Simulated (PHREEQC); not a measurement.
Solution (20 °C): 0.00915 mol/kgw K2CO3 and 1.5e-06 mol/kgw H4SiO4. Closed to the air; pH follows from the charge balance.

The numbers come from PHREEQC with the ion-association model, phreeqc.dat.

```json
{
 "pH": "11.10",
 "ionic_strength": "0.0265 mol/kgw",
 "specific_conductance": "2110 µS/cm",
 "total_alkalinity": "18.3 meq/kg"
}
```

```csv
species,molality,activity,log γ
K+,0.0183,0.0156,-0.069
CO3-2,0.00815,0.00453,-0.255
HCO3-,0.00100,0.000864,-0.064
OH-,0.000999,0.000852,-0.069
H3SiO4-,1.41e-6,1.20e-6,-0.068
H4SiO4,7.81e-8,7.86e-8,0.003
CO2,1.66e-8,1.67e-8,0.003
H2SiO4-2,1.31e-8,7.29e-9,-0.255
```

No solid was allowed to form.
